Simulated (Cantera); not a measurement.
A closed system holds: 1 mol V2O3, 250 mol H2, 0.49 mol N2, at 1548.15 K and 10.0 Torr.

These are equilibrium values from Cantera (NASA tables, ideal gas, pure condensed phases), not measurements of a reactor. Candidate condensed phases: H2O, V, VN, VO, V2O3, V2O4, V2O5; 28 gas species. VO: taken at fixed stoichiometry. Kinetics and transport are ignored.

Base state: H2 0.994, H2O 0.00399, N2 0.00196, H 0.000266 (mole fractions); condensed: VO(s).

What changes in the equilibrium state with this change: V2O3 replaced by Cu2O?


| species | before | after |
|---|---|---|
| H2 | 0.994 | 0.992 |
| H2O | 0.00399 | 0.00399 |
| N2 | 0.00196 | 0.00195 |
| Cu | 0 | 0.00135 |
| H | 0.000266 | 0.000266 |
| VO(s), mol | 2.00 | 0 |
| Cu(l), mol | 0 | 1.66 |
Further candidate phases: Cu, CuO, Cu(OH)2, Cu2O.

What changes in the equilibrium state with this change: temperature from 1548.15 K to 1475 K?


```json
[
 {"species": "H2", "before": "0.994", "after": "0.995"},
 {"species": "H2O", "before": "0.00399", "after": "0.00315"},
 {"species": "N2", "before": "0.00196", "after": "0.00196"},
 {"species": "H", "before": "0.000266", "after": "0.000112"},
 {"species": "VO(s), mol", "before": "2.00", "after": "1.58"},
 {"species": "V2O3(s), mol", "before": "0", "after": "0.210"}
]
```
Mutual solubility and eutectic melting of coexisting phases are not modelled. Condensed phases not in the tables: the oxides between V2O3 and V2O5 other than VO2.
